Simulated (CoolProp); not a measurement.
Properties of R236EA along the isotherm 361.3 K (Tc = 412.4 K, pc = 3.414 MPa, ω = 0.368).

The numbers come from the reference Helmholtz-energy equation of state, Rui 2013 in CoolProp.

```json
[
 {"p (MPa)": "0.4", "phase": "gas", "speed of sound (m/s)": "136.1", "fugacity coefficient": "0.9353"},
 {"p (MPa)": "0.8", "phase": "gas", "speed of sound (m/s)": "125.8", "fugacity coefficient": "0.8708"},
 {"p (MPa)": "1.6", "phase": "liquid", "speed of sound (m/s)": "332.3", "fugacity coefficient": "0.6189"},
 {"p (MPa)": "2", "phase": "liquid", "speed of sound (m/s)": "339.9", "fugacity coefficient": "0.5035"},
 {"p (MPa)": "2.4", "phase": "liquid", "speed of sound (m/s)": "347.0", "fugacity coefficient": "…"},
 {"p (MPa)": "2.8", "phase": "liquid", "speed of sound (m/s)": "353.8", "fugacity coefficient": "0.3720"},
 {"p (MPa)": "3.2", "phase": "liquid", "speed of sound (m/s)": "360.3", "fugacity coefficient": "0.3310"},
 {"p (MPa)": "3.6", "phase": "liquid", "speed of sound (m/s)": "366.6", "fugacity coefficient": "…"},
 {"p (MPa)": "4", "phase": "liquid", "speed of sound (m/s)": "372.6", "fugacity coefficient": "0.2738"},
 {"p (MPa)": "4.4", "phase": "liquid", "speed of sound (m/s)": "…", "fugacity coefficient": "0.2530"},
 {"p (MPa)": "4.8", "phase": "liquid", "speed of sound (m/s)": "383.9", "fugacity coefficient": "0.2358"},
 {"p (MPa)": "5.2", "phase": "liquid", "speed of sound (m/s)": "389.4", "fugacity coefficient": "0.2213"},
 {"p (MPa)": "5.6", "phase": "liquid", "speed of sound (m/s)": "394.6", "fugacity coefficient": "0.2089"},
 {"p (MPa)": "6", "phase": "liquid", "speed of sound (m/s)": "399.7", "fugacity coefficient": "0.1982"}
]
```

Question: Some entries are withheld; supply them.

Answer: 
- 2.4, fugacity coefficient: 0.4268
- 3.6, fugacity coefficient: 0.2992
- 4.4, speed of sound (m/s): 378.4
